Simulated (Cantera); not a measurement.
A closed system holds: 1 mol MgF2, 0.67 mol O2, 320 mol N2, 0.035 mol NH3, equilibrated at 0.280 bar.

Cantera equilibrium calculation (NASA polynomials, part measured and part estimated; ideal gas, pure solids and liquids). Candidate condensed phases: H2O, Mg, MgF2, MgO, Mg(OH)2; 50 gas species. Mutual solubility and eutectic melting of coexisting phases are not modelled. Kinetics and transport are ignored.

x: gas mole fraction; n: condensed amount in mol.

```
T (K)   x N2   x MgF2     x O2      x NO  n MgF2(s)  n MgO(s)  n MgF2(l)
-----  -----  -------  -------  --------  ---------  --------  ---------
1223   0.998        ?  0.00199   2.55e-5      0.953    0.0474          0
1323   0.998        ?  0.00198   5.01e-5      0.948    0.0513          0
1423   0.998        ?  0.00196   8.95e-5      0.935    0.0522          0
1523   0.997        ?  0.00193  0.000148      0.848    0.0524          0
1623   0.996        ?  0.00189  0.000228          0    0.0525      0.482
1723   0.995  0.00294  0.00183  0.000332          0    0.0525          0
1823   0.994  0.00294  0.00176  0.000462          0    0.0524          0
1923   0.994  0.00294  0.00168  0.000617          0    0.0517          0
2023   0.994  0.00294  0.00158  0.000794          0    0.0491          0
```

**Question.** What belongs in the gaps?

**Answer.** 
- 1223, x MgF2: 2.20e-7
- 1323, x MgF2: 3.61e-6
- 1423, x MgF2: 3.93e-5
- 1523, x MgF2: 0.000309
- 1623, x MgF2: 0.00145
